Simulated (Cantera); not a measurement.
Diamond growth

A diamond (100) surface in a fixed gas of H2 with x(CH4) = 0.022, x(H) = 0.011, x(CH3) = 0.00076, at 1325 K; coverages are run to steady state.

Model: the Harris–Goodwin 1993 mechanism for the reconstructed diamond (100) surface, integrated in Cantera.

| P (Pa) | growth (µm/h) | θ c6HH | θ c6H* | θ c6*H | θ c6** | θ c6HM |
|---|---|---|---|---|---|---|
| 1500 | 2.16 | 0.366 | 0.0518 | 0.531 | 0.0489 | 0.000337 |
| 2000 | 3.11 | 0.366 | 0.0518 | 0.531 | 0.0489 | 0.000448 |
| 2600 | 4.36 | 0.366 | 0.0518 | 0.531 | 0.0488 | 0.000579 |
| 3500 | 6.47 | 0.366 | 0.0518 | 0.531 | 0.0488 | 0.000769 |
| 4700 | 9.67 | 0.366 | 0.0518 | 0.530 | 0.0488 | 0.00101 |
| 6400 | 14.9 | 0.366 | 0.0518 | 0.530 | 0.0488 | 0.00134 |
| 8500 | 22.5 | 0.366 | 0.0518 | 0.529 | 0.0488 | 0.00172 |
| 11000 | 32.9 | 0.365 | 0.0518 | 0.529 | 0.0487 | 0.00214 |
θ: site fractions in the mechanism's names (c6HH fully hydrogenated, c6H* and c6*H radical sites, c6** diradical, c6HM methylated).
